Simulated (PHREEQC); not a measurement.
A solution holds 0.0021 mol/kgw NH4Cl, 0.22 mol/kgw KOH and 0.00057 mol/kgw NaCl, at 25 °C. Closed to the air; pH follows from the charge balance.

The numbers come from PHREEQC with the ion-association model, phreeqc.dat.

| quantity | before | after |
|---|---|---|
| pH | 13.18 | 5.98 |
| NH4+ (mol/kgw) | 3.81e-7 | 0.00210 |
| SI of Halite (NaCl) | -7.67 | -7.44 |

Q: Which change was made?
(A) KOH from 0.22 to 1.1 mol/kgw
(B) NaCl from 0.00057 to 0.0057 mol/kgw
(C) 0.0054 mol/kgw Na2SO4 added
(D) temperature from 25 to 10 °C
(E) KOH left out

A: E, KOH left out

This is a speciation only: nothing precipitates in the calculation.
